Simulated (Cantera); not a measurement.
Charge: 1 mol Fe, 0.44 mol SO2, 11 mol N2, equilibrated at 1227 °C and 1000 Pa.

Equilibrium computed with Cantera from the NASA thermochemical tables; the gas is ideal and each condensed phase is pure. Metal and sulfide melt together well below either melting point, which pure phases cannot show. Mutual solubility and eutectic melting of coexisting phases are not modelled. The tables' stoichiometric FeO is somewhat more stable than real wüstite, so its field is too wide. FeO, FeS: taken at fixed stoichiometry. Equilibrium is a limit: real reactors are often held back by kinetics, nucleation or transport.

```
species        before     after
-----------  --------  --------
N2              0.987     0.998
S2             0.0103   0.00168
SO2           0.00236  0.000154
Fe            6.04e-6   1.50e-5
S2O           2.49e-5   1.62e-6
SO           0.000421   6.81e-5
S             4.14e-5   1.67e-5
FeO(s), mol     0.822     0.114
FeS(l), mol     0.177    0.0194
Fe(γ), mol          0     0.867
```
Gas species are given as mole fractions.

Question: Which change was made?
A) pressure from 1000 Pa to 24000 Pa
B) pressure from 1000 Pa to 410000 Pa
C) SO2 from 0.44 to 0.059 mol
D) temperature from 1227 °C to 725 °C

Answer: C, SO2 from 0.44 to 0.059 mol
